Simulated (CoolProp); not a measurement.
A single-stage vapour-compression cycle with R115: evaporating at 235.15 K (dew point), condensing at 283.15 K (bubble point), superheat 5 K, subcooling 2 K, compressor efficiency 0.6, no pressure losses. Each further row changes one setting.

Model: reference Helmholtz-energy equation of state, Lemmon 2016, in CoolProp.

```json
[
 {"case": "as stated", "cooling COP": "2.25", "pressure ratio": "5.58", "discharge temperature (K)": "301.3", "refrigerating effect (kJ/kg)": "82.7", "volumetric capacity (kJ/m³)": "714"},
 {"case": "evaporating temperature 240.15 K", "cooling COP": "2.65", "pressure ratio": "4.50", "discharge temperature (K)": "299.2", "refrigerating effect (kJ/kg)": "(withheld)", "volumetric capacity (kJ/m³)": "(withheld)"},
 {"case": "condensing temperature 278.15 K", "cooling COP": "2.62", "pressure ratio": "4.81", "discharge temperature (K)": "295.8", "refrigerating effect (kJ/kg)": "87.9", "volumetric capacity (kJ/m³)": "759"},
 {"case": "subcooling 7 K", "cooling COP": "2.39", "pressure ratio": "5.58", "discharge temperature (K)": "301.3", "refrigerating effect (kJ/kg)": "87.9", "volumetric capacity (kJ/m³)": "759"},
 {"case": "superheat 15 K", "cooling COP": "(withheld)", "pressure ratio": "5.58", "discharge temperature (K)": "312.1", "refrigerating effect (kJ/kg)": "(withheld)", "volumetric capacity (kJ/m³)": "736"},
 {"case": "compressor efficiency 0.5", "cooling COP": "(withheld)", "pressure ratio": "5.58", "discharge temperature (K)": "310.7", "refrigerating effect (kJ/kg)": "82.7", "volumetric capacity (kJ/m³)": "714"}
]
```

Question: What belongs in the gaps?

Answer: 
- evaporating temperature 240.15 K, refrigerating effect (kJ/kg): 85.6
- evaporating temperature 240.15 K, volumetric capacity (kJ/m³): 904
- superheat 15 K, cooling COP: 2.31
- superheat 15 K, refrigerating effect (kJ/kg): 89.3
- compressor efficiency 0.5, cooling COP: 1.88
